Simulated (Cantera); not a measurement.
A Cantera script and what it prints.

```python
import numpy as np
import cantera as ct

gas_names = """
    B BCL BCL2 BCL3 BH BH2 BH3 BO BOCL BO2 B2 B2O B2O2 B2O3 B3O3CL3 B3O3H3 CL CLO CL2 H HBO HBO2 HCL
    HOCL HO2 H2 H2O H2O2 H3B3O6 O OH O2 O3
""".split()
cond_names = """
    B(b) B(L) B2O3(L) B3O3H3(cr) H2O(s) H2O(L)
""".split()


def load(file, names, dense=False):
    # The tables refer to 1 bar. Condensed volumes are neglected.
    table = {s.name: s for s in ct.Species.list_from_file(file)}
    out = []
    for n in names:
        d = dict(table[n].input_data)
        d["thermo"] = dict(d["thermo"], **{"reference-pressure": 1e5})
        if dense:
            d["equation-of-state"] = {"model": "constant-volume", "density": "1e6 g/cm^3"}
        out.append(ct.Species.from_dict(d))
    return out


gas = ct.Solution(thermo="ideal-gas", species=load("nasa_gas.yaml", gas_names))
cond = {s.name: ct.Solution(thermo="fixed-stoichiometry", species=[s], name=s.name)
        for s in load("nasa_condensed.yaml", cond_names, dense=True)}
atoms = {
    'B2O3': {'B': 2, 'O': 3},
    'HCl': {'H': 1, 'CL': 1},
}
top_T = {}  # K; cautious upper limits of use, not melting points


def equilibrate(T, P, feed):
    n = {}
    for name, mol in feed.items():
        for a, k in atoms[name].items():
            n[a] = n.get(a, 0.0) + k * mol
    gas.TPX = T, P, n
    mass = sum(n.values()) * gas.mean_molecular_weight
    gas.equilibrate("TP")
    valid = [c for c in cond.values() if c.min_temp <= T <= top_T.get(c.name, c.max_temp)]
    mix = ct.Mixture([(gas, mass / gas.mean_molecular_weight)] + [(c, 0.0) for c in valid])
    mix.T, mix.P = T, P
    mix.equilibrate("TP", solver="vcs", rtol=1e-11, max_steps=5000)
    return mix


results = []
P = 1000  # Pa
for T in [1150, 1200, 1250, 1300, 1350, 1400, 1450, 1500, 1550, 1600, 1650]:
    for m in [1.5, 2, 2.7, 3.7, 5, 6.7, 9.1, 12, 17, 23, 30, 41, 56]:
        feed = {'B2O3': 1, 'HCl': m}  # mol
        mix = equilibrate(T, P, feed)
        results.append((T, P, feed, dict(zip(mix.species_names, mix.species_moles))))

for T, P, feed, n in results:
    print(f"{T:7g} {feed['HCl']:10.4g}  " + (" + ".join(c for c in cond_names if n.get(c, 0) > 1e-12) or "gas only"))
```

Result:

```
   1150        1.5  B2O3(L)
   1150          2  B2O3(L)
   1150        2.7  B2O3(L)
   1150        3.7  B2O3(L)
   1150          5  B2O3(L)
   1150        6.7  B2O3(L)
   1150        9.1  B2O3(L)
   1150         12  B2O3(L)
   1150         17  B2O3(L)
   1150         23  B2O3(L)
   1150         30  B2O3(L)
   1150         41  B2O3(L)
   1150         56  B2O3(L)
   1200        1.5  B2O3(L)
   1200          2  B2O3(L)
   1200        2.7  B2O3(L)
   1200        3.7  B2O3(L)
   1200          5  B2O3(L)
   1200        6.7  B2O3(L)
   1200        9.1  B2O3(L)
   1200         12  B2O3(L)
   1200         17  B2O3(L)
   1200         23  B2O3(L)
   1200         30  B2O3(L)
   1200         41  B2O3(L)
   1200         56  B2O3(L)
   1250        1.5  B2O3(L)
   1250          2  B2O3(L)
   1250        2.7  B2O3(L)
   1250        3.7  B2O3(L)
   1250          5  B2O3(L)
   1250        6.7  B2O3(L)
   1250        9.1  B2O3(L)
   1250         12  B2O3(L)
   1250         17  B2O3(L)
   1250         23  B2O3(L)
   1250         30  B2O3(L)
   1250         41  B2O3(L)
   1250         56  B2O3(L)
   1300        1.5  B2O3(L)
   1300          2  B2O3(L)
   1300        2.7  B2O3(L)
   1300        3.7  B2O3(L)
   1300          5  B2O3(L)
   1300        6.7  B2O3(L)
   1300        9.1  B2O3(L)
   1300         12  B2O3(L)
   1300         17  B2O3(L)
   1300         23  B2O3(L)
   1300         30  B2O3(L)
   1300         41  B2O3(L)
   1300         56  B2O3(L)
   1350        1.5  B2O3(L)
   1350          2  B2O3(L)
   1350        2.7  B2O3(L)
   1350        3.7  B2O3(L)
   1350          5  B2O3(L)
   1350        6.7  B2O3(L)
   1350        9.1  B2O3(L)
   1350         12  B2O3(L)
   1350         17  B2O3(L)
   1350         23  B2O3(L)
   1350         30  B2O3(L)
   1350         41  B2O3(L)
   1350         56  B2O3(L)
   1400        1.5  B2O3(L)
   1400          2  B2O3(L)
   1400        2.7  B2O3(L)
   1400        3.7  B2O3(L)
   1400          5  B2O3(L)
   1400        6.7  B2O3(L)
   1400        9.1  B2O3(L)
   1400         12  B2O3(L)
   1400         17  B2O3(L)
   1400         23  B2O3(L)
   1400         30  B2O3(L)
   1400         41  B2O3(L)
   1400         56  B2O3(L)
   1450        1.5  B2O3(L)
   1450          2  B2O3(L)
   1450        2.7  B2O3(L)
   1450        3.7  B2O3(L)
   1450          5  B2O3(L)
   1450        6.7  B2O3(L)
   1450        9.1  B2O3(L)
   1450         12  B2O3(L)
   1450         17  B2O3(L)
   1450         23  B2O3(L)
   1450         30  B2O3(L)
   1450         41  B2O3(L)
   1450         56  B2O3(L)
   1500        1.5  B2O3(L)
   1500          2  B2O3(L)
   1500        2.7  B2O3(L)
   1500        3.7  B2O3(L)
   1500          5  B2O3(L)
   1500        6.7  B2O3(L)
   1500        9.1  B2O3(L)
   1500         12  B2O3(L)
   1500         17  B2O3(L)
   1500         23  B2O3(L)
   1500         30  B2O3(L)
   1500         41  B2O3(L)
   1500         56  B2O3(L)
   1550        1.5  B2O3(L)
   1550          2  B2O3(L)
   1550        2.7  B2O3(L)
   1550        3.7  B2O3(L)
   1550          5  B2O3(L)
   1550        6.7  B2O3(L)
   1550        9.1  B2O3(L)
   1550         12  B2O3(L)
   1550         17  B2O3(L)
   1550         23  B2O3(L)
   1550         30  B2O3(L)
   1550         41  B2O3(L)
   1550         56  gas only
   1600        1.5  B2O3(L)
   1600          2  B2O3(L)
   1600        2.7  B2O3(L)
   1600        3.7  B2O3(L)
   1600          5  B2O3(L)
   1600        6.7  B2O3(L)
   1600        9.1  B2O3(L)
   1600         12  B2O3(L)
   1600         17  B2O3(L)
   1600         23  B2O3(L)
   1600         30  gas only
   1600         41  gas only
   1600         56  gas only
   1650        1.5  B2O3(L)
   1650          2  B2O3(L)
   1650        2.7  B2O3(L)
   1650        3.7  B2O3(L)
   1650          5  B2O3(L)
   1650        6.7  B2O3(L)
   1650        9.1  B2O3(L)
   1650         12  B2O3(L)
   1650         17  gas only
   1650         23  gas only
   1650         30  gas only
   1650         41  gas only
   1650         56  gas only
```

Equilibrium computed with Cantera from the NASA thermochemical tables; the gas is ideal and each condensed phase is pure. The tables' values for BCl2 are old estimates.
